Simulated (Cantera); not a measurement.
Feed: 1 mol AlCl3, 0.55 mol HCl, 32 mol H2, 0.85 mol O2, equilibrated at 1950 K.

Method: chemical equilibrium by Gibbs-energy minimisation in Cantera with the NASA 1993 tables (ideal gas, pure condensed phases). Candidate condensed phases: Al, AlCl3, Al2O3, H2O; 29 gas species. Equilibrium is a limit: real reactors are often held back by kinetics, nucleation or transport.

Q: What share of the Al ends up in condensed phases as a function of P (Pa), at 10, 32, 100, 320, 1000, 3200, 10000, 32000, 100000?

A: 
```json
[
 {"P (Pa)": "10", "Al condensed (%)": "86.1", "as": "Al2O3(s)"},
 {"P (Pa)": "32", "Al condensed (%)": "89.9", "as": "Al2O3(s)"},
 {"P (Pa)": "100", "Al condensed (%)": "92.8", "as": "Al2O3(s)"},
 {"P (Pa)": "320", "Al condensed (%)": "95.1", "as": "Al2O3(s)"},
 {"P (Pa)": "1000", "Al condensed (%)": "96.7", "as": "Al2O3(s)"},
 {"P (Pa)": "3200", "Al condensed (%)": "97.8", "as": "Al2O3(s)"},
 {"P (Pa)": "10000", "Al condensed (%)": "98.5", "as": "Al2O3(s)"},
 {"P (Pa)": "32000", "Al condensed (%)": "98.9", "as": "Al2O3(s)"},
 {"P (Pa)": "100000", "Al condensed (%)": "99.1", "as": "Al2O3(s)"}
]
```
